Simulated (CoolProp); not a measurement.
A closed Brayton cycle with carbon dioxide: compressor inlet 309.15 K and 8.2 MPa, high pressure 16.5 MPa, turbine inlet 855 K, compressor efficiency 0.89, turbine efficiency 0.93, recuperator effectiveness 0 (on enthalpy, no pinch check). Each further row changes one setting.

The numbers come from the reference Helmholtz-energy equation of state, Span 1996 in CoolProp.

```csv
case,thermal efficiency (%),net work (kJ/kg),compressor to turbine work,compressor exit (K),turbine exit (K)
as stated,11.6,82.8,0.18,342.2,766.1
turbine inlet 805 K,11.7,76.4,0.19,342.2,719.4
compressor inlet 319.15 K,11.4,71.5,0.29,373.1,766.1
high pressure 14 MPa,9.1,65.1,0.17,334.4,786.6
recuperator effectiveness 0.5,18.0,82.8,0.18,342.2,766.1
```
